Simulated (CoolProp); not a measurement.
CH3F (R41) along the isobar 2450 kPa: fugacity coefficient from the reference equation and from simpler models built on Tc = 317.3 K, pc = 5906 kPa, ω = 0.200; each cubic takes its own stable root.

The numbers come from the reference Helmholtz-energy equation of state, Lemmon 2006 in CoolProp. It is a short technical equation, of lower accuracy than the large ones.

| T (K) | phase | reference |
|---|---|---|
| 176.3 | liquid | 0.01377 |
| 203.2 | liquid | 0.06428 |
| 230.1 | liquid | 0.1954 |
| 257 | liquid | 0.4444 |
| 283.9 | gas | 0.7704 |
| 310.8 | gas | 0.8316 |
| 337.7 | gas | 0.8720 |
| 364.6 | gas | 0.9006 |
| 391.5 | gas | 0.9216 |

**Question.** How far does each simpler model (van der Waals, Redlich-Kwong, Soave-Redlich-Kwong, Peng-Robinson) lie from the reference over these 9 states: mean and median of the absolute difference, and the worst?

**Answer.** 
- van der Waals: mean 167.7 %, median 9.0 %, worst +898.5 % at 176.3 K and 2450 kPa
- Redlich-Kwong: mean 20.6 %, median 5.1 %, worst +62.5 % at 176.3 K and 2450 kPa
- Soave-Redlich-Kwong: mean 3.2 %, median 2.5 %, worst +6.5 % at 257 K and 2450 kPa
- Peng-Robinson: mean 1.6 %, median 1.1 %, worst +4.1 % at 257 K and 2450 kPa
